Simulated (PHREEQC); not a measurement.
Dissolve 0.00099 mol/kgw MnSO4, 0.013 mol/kgw CuCl2 and 7e-05 mol/kgw NaF at 25 °C. It is in equilibrium with CO2 at log p = -3.4 (atm). Otherwise closed; pH follows from the charge balance.

Computed with PHREEQC (ion-association model, wateq4f.dat).

Task: The ionic strength comes out as 0.0405 mol/kgw. What activity coefficients do CuF+, Cu+2, CuHCO3+, CuCl+, F- get?

Result: CuF+ 0.83, Cu+2 0.51, CuHCO3+ 0.83, CuCl+ 0.83, F- 0.83.

This is a speciation only: nothing precipitates in the calculation. Examples of supersaturated solids here: Atacamite, Brochantite. Others may be too. Species that the database lacks are ignored.
